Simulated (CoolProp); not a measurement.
Properties of methanol along the isotherm 521.7 K.

Values from CoolProp's reference Helmholtz-energy equation of state, de Reuck 1993.

| p (kPa) | phase | density (kg/m³) | viscosity (µPa s) | Prandtl number | fugacity coefficient |
|---|---|---|---|---|---|
| 456 | gas | 3.425 | 17.1 | 0.816 | 0.9839 |
| 913 | gas | 6.981 | 17.0 | 0.835 | 0.9676 |
| 1370 | gas | 10.68 | 16.9 | 0.857 | 0.9510 |
| 1830 | gas | 14.57 | 16.9 | 0.883 | 0.9342 |
| 2280 | gas | 18.56 | 16.8 | 0.913 | 0.9175 |
| 2740 | gas | 22.86 | 16.8 | 0.949 | 0.9003 |
| 3200 | gas | 27.41 | 16.8 | 0.990 | 0.8829 |
| 3650 | gas | 32.14 | 16.8 | 1.04 | 0.8658 |
| 4110 | gas | 37.30 | 16.8 | 1.09 | 0.8482 |

Viscosity comes from a separate model (Xiang 2006). Thermal conductivity comes from a separate model (Sykioti 2013).
